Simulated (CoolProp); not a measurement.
Vapour-liquid equilibrium of n-hexane (1) + hexamethyldisiloxane (MM) (2) at 0.0433 bar; x and y are mole fractions of (1).

Computed with CoolProp (multi-fluid Helmholtz-energy mixture model, Thol 2019 and Thol 2016; pair parameters Bell 2016).

Give the bubble temperature and the first vapour's composition at x = 0.45, 0.75, 0.85. Is there an azeotrope?

x = 0.45: 5.7 °C, y = 0.758; x = 0.75: -1.4 °C, y = 0.937; x = 0.85: -3.5 °C, y = 0.969. No azeotrope shows between x = 0.05 and 0.95.

Pair parameters are fitted to limited data, so mixtures are less certain than the pure fluids.
